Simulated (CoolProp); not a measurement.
R1336mzz(E) at several states: density (kg/m³) from the reference equation and from simpler models built on Tc = 403.5 K, pc = 2.779 MPa, ω = 0.413; each cubic takes its own stable root.

The numbers come from the reference Helmholtz-energy equation of state, Akasaka 2023 in CoolProp.

```csv
T (K),p (MPa),phase,reference
389.5,1.41,gas,95.03
209.7,0.068,liquid,1555
208.1,0.466,liquid,1560
366.9,0.0883,gas,4.827
```

Q: How far does each simpler model (van der Waals, Redlich-Kwong, Soave-Redlich-Kwong, Peng-Robinson) lie from the reference over these 4 states: mean and median of the absolute difference, and the worst?

A: 
- van der Waals: mean 37.4 %, median 24.8 %, worst -99.6 % at 209.7 K and 0.068 MPa
- Redlich-Kwong: mean 8.7 %, median 9.4 %, worst -15.9 % at 209.7 K and 0.068 MPa
- Soave-Redlich-Kwong: mean 6.7 %, median 7.1 %, worst -12.6 % at 208.1 K and 0.466 MPa
- Peng-Robinson: mean 1.0 %, median 1.2 %, worst -1.7 % at 208.1 K and 0.466 MPa

At some of these states van der Waals gives the other phase, because its saturation line lies elsewhere.
